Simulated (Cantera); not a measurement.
Charge: 1 mol SrCl₂, 1 mol O₂, 60 mol H₂, at 2098 K and 1.00 Torr.

Equilibrium computed with Cantera from the NASA thermochemical tables; the gas is ideal and each condensed phase is pure. Candidate condensed phases: H₂O, Sr, SrCl₂, SrO, Sr(OH)₂; 20 gas species. The numbers say what is thermodynamically allowed, not how fast it happens.

Base state: H₂ 0.862, H 0.0782, H₂O 0.0307, HCl 0.0124, SrCl₂ 0.00737, Sr 0.00475, SrCl 0.00333, Cl 0.000827 (mole fractions); condensed: gas only.

Task: What changes in the equilibrium state with this change: temperature from 2098 K to 825 K?

Result: 
| species | before | after |
|---|---|---|
| H₂ | 0.862 | 0.967 |
| H₂O | 0.0307 | 0.0333 |
| HCl | 0.0124 | 4.02e-6 |
| H | 0.0782 | <1e-9 |
| SrCl₂ | 0.00737 | <1e-9 |
| Sr | 0.00475 | <1e-9 |
| SrCl | 0.00333 | <1e-9 |
| SrCl₂(s), mol | 0 | 1.000 |
| SrO(s), mol | 0 | 0.000121 |
Condensed phases not in the tables: oxide chlorides.

Task: What changes in the equilibrium state with this change: SrCl₂ replaced by BaF₂?

Result: 
```tsv
species	before	after
H₂	0.862	0.861
H	0.0782	0.0782
H₂O	0.0307	0.0304
HF	0	0.0147
HCl	0.0124	0
BaF	0	0.0104
SrCl₂	0.00737	0
Sr	0.00475	0
SrCl	0.00333	0
BaF₂	0	0.00307
```
Further candidate phases: Ba, BaF₂, BaO, Ba(OH)₂.
